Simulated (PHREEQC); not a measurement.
Dissolve 31 mmol/kgw K2CO3 and 4.1 mmol/kgw H3BO3 at 25 °C. Closed to the air; pH follows from the charge balance.

Computed with PHREEQC (ion-association model, phreeqc.dat).

Each row changes one thing in this solution. Precipitation was switched off in this run.

| case | pH | ionic strength (mol/kgw) | CO3-2 (mol/kgw) | HCO3- (mol/kgw) | H3BO3 (mol/kgw) | CO2 (mol/kgw) |
|---|---|---|---|---|---|---|
| as made | 10.77 | 0.0882 | 0.0262 | 0.00478 | 9.13e-5 | 1.43e-7 |
| temperature from 25 to 85 °C | 10.14 | 0.0832 | 0.0212 | 0.00979 | 0.000151 | 1.24e-6 |
| temperature from 25 to 15 °C | 10.91 | 0.0885 | 0.0265 | 0.00449 | 8.12e-5 | 1.15e-7 |
| 0.0027 mol/kgw TMAH added | 11.03 | 0.0929 | 0.0282 | 0.00277 | 5.01e-5 | 4.48e-8 |
| diluted 5-fold with water | 10.71 | 0.0172 | 0.00481 | 0.00138 | 2.38e-5 | 5.38e-8 |
| H3BO3 from 0.0041 to 0.00451 mol/kgw | 10.74 | 0.0879 | 0.0259 | 0.00511 | 0.000109 | 1.65e-7 |
| K2CO3 from 0.031 to 0.31 mol/kgw | 11.36 | 0.922 | 0.302 | 0.00800 | 1.94e-5 | 4.23e-8 |

The ionic strength passes 0.7 mol/kgw, the rough limit of the ion-association models, in K2CO3 from 0.031 to 0.31 mol/kgw. (CH3)4N+ isn't in the database: it is added as a free cation with an ion size of 4 Å. Constants without temperature data keep their 25 °C values here.
